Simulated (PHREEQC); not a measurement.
**Brine**

A solution holds 0.065 mol/kgw K2CO3 and 4e-05 mol/kgw Na2SO4, at 20 °C. Closed to the air; pH follows from the charge balance.

The numbers come from PHREEQC with the ion-association model, phreeqc.dat.

The pH comes out as 11.41. The ionic strength is 0.193 mol/kgw and the specific conductance comes out as 12200 µS/cm. The density is 1.006 g/cm³ and the total alkalinity comes out as 130 meq/kg.

| species | molality | activity | log γ |
|---|---|---|---|
| K+ | 0.130 | 0.0931 | -0.145 |
| CO3-2 | 0.0625 | 0.0198 | -0.500 |
| OH- | 0.00245 | 0.00174 | -0.148 |
| HCO3- | 0.00245 | 0.00184 | -0.125 |
| Na+ | 6.22e-5 | 4.67e-5 | -0.124 |
| SO4-2 | 3.23e-5 | 9.66e-6 | -0.524 |
| NaCO3- | 1.78e-5 | 1.33e-5 | -0.125 |
| KSO4- | 7.71e-6 | 5.78e-6 | -0.125 |
| NaHCO3 | 4.75e-8 | 4.97e-8 | 0.019 |
| CO2 | 1.66e-8 | 1.74e-8 | 0.019 |
| NaSO4- | 2.92e-9 | 2.19e-9 | -0.125 |

This is a speciation only: nothing precipitates in the calculation.
